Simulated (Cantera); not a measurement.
A perfectly stirred reactor is fed with 87.7 % N2O, 12.3 % H2O, at 0.207 atm; it is held at 1175 K, and followed from long to short residence time.

Model: GRI-Mech 3.0 (53 species, 325 reactions), integrated in Cantera. GRI-Mech 3.0 was tuned for natural gas; its chemistry of N2O as a main component is partial and can be far from experiment. The mechanism lacks the step 2 NO + O2 → 2 NO2, which can matter for NO2 below about 1400 K. The temperature is held fixed by assumption; the heat of reaction is taken as removed at once.

x: mole fraction; the columns are a selection and need not sum to one.

```json
[
 {"τ (s)": "1.8", "x N2O": "0.667", "x H2O": "0.114", "x N2": "0.141", "x HO2": "6.87e-7", "x H": "2.79e-9"},
 {"τ (s)": "0.77", "x N2O": "0.771", "x H2O": "0.118", "x N2": "0.0716", "x HO2": "1.28e-6", "x H": "2.89e-9"},
 {"τ (s)": "0.33", "x N2O": "0.827", "x H2O": "0.121", "x N2": "?", "x HO2": "?", "x H": "?"},
 {"τ (s)": "0.14", "x N2O": "0.855", "x H2O": "0.122", "x N2": "0.0148", "x HO2": "3.16e-6", "x H": "3.47e-9"},
 {"τ (s)": "0.062", "x N2O": "0.867", "x H2O": "0.122", "x N2": "0.00667", "x HO2": "4.12e-6", "x H": "3.74e-9"},
 {"τ (s)": "0.027", "x N2O": "0.873", "x H2O": "0.123", "x N2": "0.00292", "x HO2": "4.92e-6", "x H": "3.81e-9"},
 {"τ (s)": "0.012", "x N2O": "0.875", "x H2O": "0.123", "x N2": "0.00129", "x HO2": "5.41e-6", "x H": "3.63e-9"},
 {"τ (s)": "0.0051", "x N2O": "0.876", "x H2O": "0.123", "x N2": "0.000543", "x HO2": "5.33e-6", "x H": "3.19e-9"},
 {"τ (s)": "0.0022", "x N2O": "0.877", "x H2O": "0.123", "x N2": "?", "x HO2": "?", "x H": "?"}
]
```

Some entries are withheld; supply them.


- 0.33, x N2: 0.0334
- 0.33, x HO2: 2.13e-6
- 0.33, x H: 3.14e-9
- 0.0022, x N2: 0.000230
- 0.0022, x HO2: 4.19e-6
- 0.0022, x H: 2.49e-9
